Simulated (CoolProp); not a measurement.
A closed Brayton cycle with nitrogen: compressor inlet 306.15 K and 0.89 MPa, high pressure 2.17 MPa, turbine inlet 695 K, compressor efficiency 0.85, turbine efficiency 0.85, recuperator effectiveness 0.9 (on enthalpy, no pinch check). Each further row changes one setting.

Computed with CoolProp (reference Helmholtz-energy equation of state, Span 2000).

```
case                           thermal efficiency (%)  net work (kJ/kg)  compressor to turbine work  compressor exit (K)  turbine exit (K)
-----------------------------  ----------------------  ----------------  --------------------------  -------------------  ----------------
as stated                                         ___              30.7                        0.78                410.8             566.7
turbine inlet 645 K                               ___              20.5                        0.84                410.8             524.9
compressor inlet 316.15 K                         ___               ___                        0.81                424.1             566.7
high pressure 1.84 MPa                           21.5              29.7                        0.74                  ___             588.3
recuperator effectiveness 0.5                    13.7              30.7                        0.78                410.8             566.7
```

**Question.** What belongs in the gaps?

**Answer.** 
- as stated, thermal efficiency (%): 19.5
- turbine inlet 645 K, thermal efficiency (%): 14.4
- compressor inlet 316.15 K, thermal efficiency (%): 17.4
- compressor inlet 316.15 K, net work (kJ/kg): 27.1
- high pressure 1.84 MPa, compressor exit (K): 389.4
